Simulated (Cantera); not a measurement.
Input: 1 mol SiCl4, 3 mol NH3, a varied amount of H2, 29 mol N2, held at 2148 K and 0.133 bar.

These are equilibrium values from Cantera (NASA tables, ideal gas, pure condensed phases), not measurements of a reactor. Candidate condensed phases: NH4Cl, Si, Si3N4; 28 gas species. The tables' values for SiCl, SiN are old estimates; treat these amounts as uncertain. Gases not in the tables: Si2H6 and higher silanes. Kinetics and transport are ignored.

Problem. At 65 mol H2, list the 5 most abundant gas species with their mole fractions, and the condensed phases.

Solution. H2 0.656, N2 0.297, HCl 0.0319, H 0.00924, SiCl2 0.00316. Condensed: Si(l).
